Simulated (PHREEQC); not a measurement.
A solution holds 0.053 mol CuSO4 and 0.00047 mol H2SO4 per kg of water, at 20 °C. Closed to the air; pH follows from the charge balance.

All values are PHREEQC results (ion-association model, wateq4f.dat), not measurements.

The pH comes out as 3.41. The ionic strength is 0.120 mol/kgw and the total alkalinity comes out as -0.940 meq/kg.

```tsv
species	molality	activity	log γ
Cu+2	0.0299	0.0114	-0.417
SO4-2	0.0299	0.0106	-0.452
CuSO4	0.0231	0.0238	0.012
H+	0.000474	0.000388	-0.087
HSO4-	0.000467	0.000358	-0.116
CuOH+	3.89e-7	2.94e-7	-0.120
Cu2(OH)2+2	6.42e-8	2.29e-8	-0.448
```

Precipitation was switched off in this run. Complexes and solids missing from the database can't appear.
